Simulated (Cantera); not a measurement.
# Adiabatic ignition

An adiabatic, constant-pressure homogeneous reactor starts with CH4 : O2 : N2 : CO2 = 1 : 1.18 : 4.42 : 0.62 (molar parts), equivalence ratio 1.7, at 1300 K and 1.30 bar.

Cantera simulation using GRI-Mech 3.0 (53 species, 325 reactions); the numbers are that mechanism's predictions, not measurements.

```
t (s)     T (K)     x CH4     x O2   x CO2     x N2O      x H2     x NO2
--------  -----  --------  -------  ------  --------  --------  --------
1.00e-6    1300     0.139    0.163  0.0859    <1e-12  2.29e-10    <1e-12
2.90e-6    1300     0.139    0.163  0.0859    <1e-12  9.14e-10    <1e-12
8.42e-6    1300     0.139    0.163  0.0859    <1e-12   3.04e-9    <1e-12
2.44e-5    1300     0.139    0.163  0.0859    <1e-12   1.01e-8    <1e-12
7.09e-5    1300     0.139    0.163  0.0859    <1e-12   3.97e-8    <1e-12
0.000206   1300     0.139    0.163  0.0859  5.33e-12   2.49e-7    <1e-12
0.000597   1300     0.138    0.163  0.0859  2.76e-11   2.71e-6    <1e-12
0.00173    1300     0.138    0.163  0.0859  1.01e-10   2.14e-5    <1e-12
0.00503    1303     0.138    0.163  0.0859  5.46e-10  0.000153    <1e-12
0.0146     1466     0.105    0.136  0.0852   1.98e-8    0.0131  7.34e-12
0.0423     2390  1.87e-12  6.73e-5  0.0638   1.40e-8    0.0658   4.68e-9
0.123      2390  1.88e-12  6.70e-5  0.0638   1.48e-8    0.0658   5.71e-9
0.356      2389  1.88e-12  6.69e-5  0.0638   1.48e-8    0.0658   5.72e-9
1.03       2389  1.88e-12  6.69e-5  0.0638   1.48e-8    0.0658   5.72e-9
3.00       2389  1.88e-12  6.69e-5  0.0638   1.48e-8    0.0658   5.72e-9
```
x: mole fraction; the columns are a selection and need not sum to one.

```yaml
time_of_steepest_temperature_rise: 14.9 ms
temperature at 3.00 s: 2389 K
equilibrium_temperature: 2389 K
x(CH4) at 3.00 s: 1.88e-12 (gas-phase equilibrium 2.13e-12)
x(O2) at 3.00 s: 6.69e-5 (gas-phase equilibrium 6.69e-5)
x(CO2) at 3.00 s: 0.0638 (gas-phase equilibrium 0.0638)
```
